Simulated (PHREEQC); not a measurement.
Solution (25 °C): 29 mmol/kgw HF and 3.1 mmol/kgw NH4HF2. Closed to the air; pH follows from the charge balance.

Model: ion-association model, wateq4f.dat, run in PHREEQC.

| quantity | before | after |
|---|---|---|
| pH | 2.51 | 4.17 |
| ionic strength (mol/kgw) | 0.00644 | 0.0322 |
| HF (mol/kgw) | 0.0249 | 0.00266 |
| F- (mol/kgw) | 0.00587 | 0.0319 |
| H2F2 (mol/kgw) | 0.00162 | 1.86e-5 |
| HF2- (mol/kgw) | 0.000563 | 0.000327 |

**Question.** Name the change that produced these shifts.
A. 0.019 mol/kgw Fe2(SO4)3 added
B. HF from 0.029 to 0.0145 mol/kgw
C. diluted 2-fold with water
D. HF replaced by KF at the same molality
E. 0.00041 mol/kgw CsOH added

**Answer.** D, HF replaced by KF at the same molality

Precipitation was switched off in this run.
